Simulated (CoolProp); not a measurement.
A Linde-Hampson liquefier for ethane: isothermal reversible compression at 320 K from 1 atm to 25 MPa, throttling to 1 atm, return gas leaving the recuperator 0 K below the feed. Each further row changes one setting.

Model: reference Helmholtz-energy equation of state, Bücker 2006, in CoolProp.

```csv
case,liquid yield per pass,compression work (kJ/kg of gas)
as stated,[?],378
high pressure 50 MPa,[?],436
warm-end temperature 350 K,[?],[?]
warm-end gap 5 K,[?],378
```

Complete the blanks.


- as stated, liquid yield per pass: 0.467
- high pressure 50 MPa, liquid yield per pass: 0.451
- warm-end temperature 350 K, liquid yield per pass: 0.390
- warm-end temperature 350 K, compression work (kJ/kg of gas): 443
- warm-end gap 5 K, liquid yield per pass: 0.460
